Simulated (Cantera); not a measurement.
Source: NASA polynomial tables (part measured, part estimated), evaluated in Cantera. Values are per mole of reaction as written; species without (g) are pure solids or liquids, kept so even where they would boil at 1 bar.

Q: Between 2098 and 2698 K, where is each reaction favourable under standard conditions?
- 2 H2(g) + O2(g) = 2 H2O(g)
- Nb + O2(g) = NbO2(g)
- 1.333 Ti + O2(g) = 0.6667 Ti2O3

A: 
- 2 H2(g) + O2(g) = 2 H2O(g): ΔG° is -260 kJ at 2098 K and -190 kJ at 2698 K; it stays negative (K > 1). ΔH° is -504 kJ and ΔS° -116 J/K at 2698 K.
- Nb + O2(g) = NbO2(g): ΔG° is -248 kJ at 2098 K and -256 kJ at 2698 K; it stays negative (K > 1). ΔH° is -227 kJ and ΔS° 11 J/K at 2698 K.
- 1.333 Ti + O2(g) = 0.6667 Ti2O3: ΔG° is -641 kJ at 2098 K and -556 kJ at 2698 K; it stays negative (K > 1). ΔH° is -936 kJ and ΔS° -141 J/K at 2698 K.
